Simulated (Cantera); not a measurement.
Input: 1 mol MgCO₃, 0.062 mol H₂, at 0.100 bar.

Equilibrium computed with Cantera from the NASA thermochemical tables; the gas is ideal and each condensed phase is pure. Candidate condensed phases: C, C₆H₆, C₇H₈, C₈H₁₈, H₂O, Mg, MgCO₃, MgO, Mg(OH)₂; 116 gas species. The numbers say what is thermodynamically allowed, not how fast it happens.

Problem. Which condensed phases are stable at each of these points (T (K)): 598, 748, 898, 1048, 1198, 1348, 1498, 1648, 1798?

Solution. 
| T (K) | condensed phases | Mg condensed (%) |
|---|---|---|
| 598 | C(graphite) + MgCO₃(s) + MgO(s) | 100.0 |
| 748 | MgO(s) | 100.0 |
| 898 | MgO(s) | 100.0 |
| 1048 | MgO(s) | 100.0 |
| 1198 | MgO(s) | 100.0 |
| 1348 | MgO(s) | 100.0 |
| 1498 | MgO(s) | 100.0 |
| 1648 | MgO(s) | 100.0 |
| 1798 | MgO(s) | 100.0 |

At 598 K the condensed part is C(graphite) + MgCO₃(s) + MgO(s). From 748 K to 1798 K the condensed part is MgO(s).
